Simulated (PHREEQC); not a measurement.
A solution holds 0.02 mol H2SiF6 and 0.28 mol (CH3)4NF per kg of water, at 70 °C. Closed to the air; pH follows from the charge balance.

Model: ion-association model, phreeqc.dat, run in PHREEQC.

Precipitation was switched off in this run.

Question: Estimate the pH, ionic strength.

Answer: pH 4.37; ionic strength 0.300 mol/kgw.

Question: In which forms is F present?

Answer: F- 55 %, SiF6-2 30 %, HF2- 9.7 %, HF 5.1 % of the F.

(CH3)4N+ isn't in the database: it is added as a free cation with an ion size of 4 Å. Away from 25 °C the constants follow the database's enthalpies or fits; those with neither stay at their 25 °C values. SiF6-2 is the database's only silicon fluoride.
